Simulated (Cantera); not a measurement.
Charge: 1 mol C₃H₈, 1.4 mol O₂, 8.8 mol H₂, held at 0.0850 bar.

Method: chemical equilibrium by Gibbs-energy minimisation in Cantera with the NASA 1993 tables (ideal gas, pure condensed phases). Candidate condensed phases: C, C₆H₆, C₇H₈, C₈H₁₈, H₂O; 110 gas species. Equilibrium is a limit: real reactors are often held back by kinetics, nucleation or transport. All values below are at 1825 K.

Base state: H₂ 0.819, CO 0.179, H 0.00137, C₂H₂ (acetylene) 0.000176, CH₄ 4.04e-5 (mole fractions); condensed: C(graphite).

**Question.** What changes in the equilibrium state with this change: C₃H₈ replaced by C₂H₆?

**Answer.** 
```tsv
species	before	after
H₂	0.819	0.798
CO	0.179	0.142
H₂O	3.15e-6	0.0554
C₂H₂ (acetylene)	0.000176	<1e-9
CH₄	4.04e-5	1.69e-9
CO₂	1.76e-7	0.00252
H	0.00137	0.00135
C(graphite), mol	0.194	0
```
